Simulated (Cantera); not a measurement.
Cantera with NASA thermochemical tables; ideal gases at 1 bar, condensed phases pure. Values are per mole of reaction as written; species without (g) are pure solids or liquids, kept so even where they would boil at 1 bar.

H2O(g) + 2 VO2(g) ⇌ 2 OH(g) + V2O3, with ΔH° = -432.9 kJ and ΔS° = -253.4 J/K at 300 K.

Question: How far is the shortcut ΔG° ≈ ΔH°(300 K) − T·ΔS°(300 K) from the full temperature-dependent value at 2273, 2423, 2573, 2723, 2873 K?

Answer: 
| T (K) | shortcut (kJ) | full (kJ) | difference (kJ) | difference in log10 K | condensed phases |
|---|---|---|---|---|---|
| 2273 | 143.2 | 17.2 | 125.9 | -2.89 | V2O3(s) |
| 2423 | 181.2 | 35.1 | 146.1 | -3.15 | V2O3(l) |
| 2573 | 219.2 | 49.0 | 170.2 | -3.45 | V2O3(l) |
| 2723 | 257.2 | 62.5 | 194.8 | -3.74 | V2O3(l) |
| 2873 | 295.2 | 75.4 | 219.8 | -4.00 | V2O3(l) |
The shortcut ignores heat capacities and the phase changes listed.
